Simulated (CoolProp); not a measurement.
Aqueous propylene glycol as a coolant, at -4 °C, 1 atm.

The numbers come from the Melinder's fits for secondary coolants in CoolProp.

```csv
mass %,freezing point (°C),Prandtl number,conductivity (W/(m K)),viscosity (mPa s),density (kg/m³)
21.6,?,47.6,0.460,5.60,?
28.1,-11.6,69.8,0.433,7.92,1030
34.6,-16.0,103,0.407,11.3,1038
41,-21.5,?,0.382,?,1045
47.5,-28.8,216,0.357,?,1051
54,-38.4,?,?,29.8,1056
```

Task: Complete the blanks.

Result: 
- 21.6, freezing point (°C): -8.0
- 21.6, density (kg/m³): 1023
- 41, Prandtl number: 151
- 41, viscosity (mPa s): 15.9
- 47.5, viscosity (mPa s): 22.1
- 54, Prandtl number: 300
- 54, conductivity (W/(m K)): 0.334
